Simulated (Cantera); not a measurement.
Input (Python, Cantera):

```python
import numpy as np
import cantera as ct

gas = ct.Solution("h2o2.yaml")
gas.TPX = 1125, 100000, {'H2': 1.4, 'O2': 1, 'N2': 2, 'H2O': 0.0056}
inlet = ct.Reservoir(gas, clone=True)

reactor = ct.IdealGasConstPressureReactor(gas, energy="off", clone=False)
exhaust = ct.Reservoir(gas, clone=True)
tau = [0.87, 0.48, 0.27, 0.15, 0.081, 0.045, 0.025, 0.014, 0.0076, 0.0042][0]
for a, b in ((inlet, reactor), (reactor, exhaust)):
    ct.MassFlowController(a, b, mdot=lambda t: reactor.mass / tau)
net = ct.ReactorNet([reactor])
show = ['H2', 'O2', 'H2O2', 'O', 'H', 'HO2', 'H2O']

rows = []
print(f"{'tau/s':>10s}{'T/K':>9s}" + "".join(f"{s:>11s}" for s in show))
for tau in [0.87, 0.48, 0.27, 0.15, 0.081, 0.045, 0.025, 0.014, 0.0076, 0.0042]:
    net.initial_time = 0.0
    net.advance(30 * tau)
    before = gas.X
    net.advance(40 * tau)
    drift = np.max(np.abs(gas.X - before) / (gas.X + 1e-9))
    rows.append([gas.T, *gas[show].X, drift])
    print(f"{tau:10.3e}{gas.T:9.1f}" + "".join(f"{x:11.3e}" for x in gas[show].X))
```

Result:

```
     tau/s      T/K         H2         O2       H2O2          O          H        HO2        H2O
 8.700e-01   1125.0  2.983e-03  8.229e-02  1.445e-05  2.113e-06  1.242e-06  4.746e-05  3.757e-01
 4.800e-01   1125.0  4.346e-03  8.290e-02  2.257e-05  3.251e-06  2.167e-06  6.054e-05  3.741e-01
 2.700e-01   1125.0  6.208e-03  8.374e-02  3.316e-05  4.824e-06  3.690e-06  7.524e-05  3.719e-01
 1.500e-01   1125.0  8.782e-03  8.490e-02  4.621e-05  7.105e-06  6.322e-06  9.192e-05  3.688e-01
 8.100e-02   1125.0  1.223e-02  8.646e-02  6.017e-05  1.062e-05  1.107e-05  1.103e-04  3.647e-01
 4.500e-02   1125.0  1.599e-02  8.817e-02  6.981e-05  1.579e-05  1.891e-05  1.275e-04  3.602e-01
 2.500e-02   1125.0  1.974e-02  8.987e-02  7.157e-05  2.417e-05  3.249e-05  1.427e-04  3.557e-01
 1.400e-02   1125.0  2.300e-02  9.136e-02  6.436e-05  3.806e-05  5.598e-05  1.548e-04  3.518e-01
 7.600e-03   1125.0  2.610e-02  9.277e-02  5.122e-05  6.285e-05  1.002e-04  1.646e-04  3.480e-01
 4.200e-03   1125.0  2.944e-02  9.428e-02  3.859e-05  1.021e-04  1.769e-04  1.726e-04  3.439e-01
```

Detailed kinetics in Cantera: the H2/O2 subset of GRI-Mech 3.0, which has no nitrogen chemistry. The temperature is held fixed by assumption; the heat of reaction is taken as removed at once.
